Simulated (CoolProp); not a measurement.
Vapour-liquid equilibrium of R227EA (1) + isobutene (2) at -68.05 °C; x and y are mole fractions of (1).

The numbers come from the multi-fluid Helmholtz-energy mixture model, Lemmon 2016 and Lemmon 2005; pair parameters Bell 2016 in CoolProp.

| x | bubble pressure, mixture model (MPa) | bubble pressure, Raoult's law (MPa) | y, mixture model | y, Raoult's law |
|---|---|---|---|---|
| 0.05 | 0.005273 | 0.004047 | 0.279 | 0.066 |
| 0.125 | 0.006356 | 0.004152 | 0.433 | 0.162 |
| 0.2 | 0.006862 | 0.004257 | 0.495 | 0.253 |
| 0.275 | 0.007083 | 0.004362 | 0.523 | 0.339 |
| 0.35 | 0.007174 | 0.004467 | 0.537 | 0.421 |
| 0.425 | 0.007212 | 0.004572 | 0.546 | 0.500 |
| 0.5 | 0.007231 | 0.004677 | 0.553 | 0.575 |
| 0.575 | 0.007236 | 0.004782 | 0.564 | 0.647 |
| 0.65 | 0.007214 | 0.004887 | 0.580 | 0.715 |
| 0.725 | 0.007134 | 0.004992 | 0.608 | 0.781 |
| 0.8 | 0.006946 | 0.005097 | 0.654 | 0.844 |
| 0.875 | 0.006587 | 0.005202 | 0.729 | 0.904 |
| 0.95 | 0.005973 | 0.005307 | 0.858 | 0.963 |

The largest gap from Raoult's law is +62.4 % in bubble pressure, at x = 0.275. y crosses x between x = 0.5 and 0.575: the model has an azeotrope there.

Pair parameters are fitted to limited data, so mixtures are less certain than the pure fluids. With so large a gap from Raoult's law the liquid may split in two, which this calculation doesn't test in full.
